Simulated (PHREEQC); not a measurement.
0.41 g of hydrous ferric oxide (600 m²/g; 0.2 weak and 0.005 strong sites per Fe, Dzombak-Morel constants, diffuse double layer) in 1 kg of water with 0.05 mol/kgw of an inert sodium salt, at 25 °C; the pH is set by adding NaOH or the inert anion's acid. Oxygen is held at 0.21 atm. The system is closed to CO2. No solid was allowed to form.

Base run: PHREEQC, ion-association model, wateq4f.dat. Each further column changes one thing. The table gives surface charge σ (C/m²).

```csv
pH,base,background salt from 0.05 to 0.005 mol/kgw,oxide from 0.41 to 2 g/kgw,0.00092 mol/kgw SrCl2 added
3,0.357,0.305,0.358,0.358
4,0.294,0.184,0.295,0.296
5,0.181,0.091,0.182,0.183
5.5,0.130,0.060,0.130,0.132
6.5,0.058,0.023,0.058,0.059
7.5,0.017,0.006,0.017,0.019
8.5,-0.010,-0.004,-0.010,-0.006
9,-0.026,-0.009,-0.026,-0.013
10,-0.074,-0.031,-0.074,-0.019
11,-0.158,-0.081,-0.159,-0.021
```

The oxide is taken as insoluble; below pH 4 it would dissolve.
